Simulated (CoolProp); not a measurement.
Vapour-liquid equilibrium of benzene (1) + o-xylene (2) at 473.5 K; x and y are mole fractions of (1).

The numbers come from the multi-fluid Helmholtz-energy mixture model, Thol 2012 and Zhou 2012; pair parameters Bell 2016 in CoolProp.

**Question.** Give the bubble pressure and the first vapour's composition at x = 0.35, 0.725, 0.8. Is there an azeotrope?

**Answer.** x = 0.35: 7.294 bar, y = 0.648; x = 0.725: 11.51 bar, y = 0.888; x = 0.8: 12.30 bar, y = 0.919. No azeotrope shows between x = 0.05 and 0.95.

The pair parameters rest on a limited set of measurements; away from them the model extrapolates.
